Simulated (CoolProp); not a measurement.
A Linde-Hampson liquefier for nitrogen: isothermal reversible compression at 200 K from 1 atm to 25 MPa, throttling to 1 atm, return gas leaving the recuperator 5 K below the feed. Each further row changes one setting.

Model: reference Helmholtz-energy equation of state, Span 2000, in CoolProp.

| case | liquid yield per pass | compression work (kJ/kg of gas) |
|---|---|---|
| as stated | 0.238 | 309 |
| high pressure 50 MPa | ___ | ___ |
| warm-end temperature 230 K | 0.165 | 366 |
| warm-end gap 10 K | ___ | 309 |

### Question
Complete the blanks.

### Answer

- high pressure 50 MPa, liquid yield per pass: 0.234
- high pressure 50 MPa, compression work (kJ/kg of gas): 358
- warm-end gap 10 K, liquid yield per pass: 0.226
